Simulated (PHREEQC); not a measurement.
A column of 1 m (40 cells, dispersivity 0.05 m, 720 s a shift, diffusion coefficient 3e-10 m²/s) holds 0.0032 eq of the database's cation exchanger X per kg of pore water, first in equilibrium with 0.087 mol/kgw MnCl2, 0.0068 mol/kgw CdCl2 and 1e-05 mol/kgw HCl. It is flushed with 0.0017 mol KCl and 1e-05 mol HCl per kg of water, at 15 °C. Values are for the last cell. No CO2 enters from the air. Precipitation was switched off in this run.

Equilibrium calculation in PHREEQC: ion-association model, phreeqc.dat.

```tsv
pore volumes	K in solution (mol/kgw)	Cd in solution (mol/kgw)	Mn in solution (mol/kgw)
0	0	0.00680	0.0870
0.4125	2.86e-6	0.00678	0.0868
0.6125	9.72e-5	0.00628	0.0805
1.012	0.000790	0.00279	0.0370
1.212	0.00104	0.00140	0.0193
1.613	0.00113	0.000255	0.00413
1.812	0.00108	(withheld)	0.00189
2.212	0.00106	2.93e-5	(withheld)
2.612	0.00116	1.57e-5	0.000290
2.812	0.00122	1.31e-5	0.000238
3.212	0.00133	1.02e-5	0.000179
3.413	0.00136	9.19e-6	0.000159
3.812	0.00142	7.74e-6	0.000131
4.213	0.00147	6.72e-6	0.000111
4.412	0.00148	(withheld)	0.000103
4.812	0.00151	5.64e-6	9.00e-5
5.013	0.00152	5.36e-6	8.47e-5
5.412	0.00154	4.88e-6	7.58e-5
5.612	0.00155	4.68e-6	7.20e-5
6.013	0.00156	4.33e-6	6.54e-5
```

Question: What belongs in the gaps?

Answer: 
- 1.812, Cd in solution (mol/kgw): 0.000107
- 2.212, Mn in solution (mol/kgw): 0.000550
- 4.412, Cd in solution (mol/kgw): 6.31e-6
